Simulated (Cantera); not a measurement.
Feed: 1 mol Si, 3.5 mol HCl, 0.27 mol H₂, held at 700 K and 3.90 bar.

Cantera equilibrium calculation (NASA polynomials, part measured and part estimated; ideal gas, pure solids and liquids). Candidate condensed phases: Si; 19 gas species. Equilibrium is a limit: real reactors are often held back by kinetics, nucleation or transport.

Base state: H₂ 0.651, SiCl₄ 0.212, SiHCl₃ 0.131, SiH₂Cl₂ 0.00537, HCl 0.000214, SiH₃Cl 4.71e-5 (mole fractions); condensed: Si(s).

Q: What changes in the equilibrium state with this change: Si replaced by SiCl₄?

A: 
| species | before | after |
|---|---|---|
| HCl | 0.000214 | 0.734 |
| SiCl₄ | 0.212 | 0.210 |
| H₂ | 0.651 | 0.0566 |
| SiHCl₃ | 0.131 | 3.31e-6 |
| SiH₂Cl₂ | 0.00537 | <1e-9 |
| SiH₃Cl | 4.71e-5 | <1e-9 |
| Si(s), mol | 0.0256 | 0 |

Q: What changes in the equilibrium state with this change: temperature from 700 K to 1198.15 K?

A: 
| species | before | after |
|---|---|---|
| H₂ | 0.651 | 0.633 |
| SiCl₄ | 0.212 | 0.207 |
| SiHCl₃ | 0.131 | 0.106 |
| HCl | 0.000214 | 0.0332 |
| SiCl₂ | 5.03e-8 | 0.00410 |
| SiCl₃ | 5.68e-6 | 0.00979 |
| SiH₃Cl | 4.71e-5 | 0.000131 |
| SiH₂Cl₂ | 0.00537 | 0.00712 |
| Si(s), mol | 0.0256 | 0.0499 |
The tables' values for SiCl₃ are old estimates; treat these amounts as uncertain.
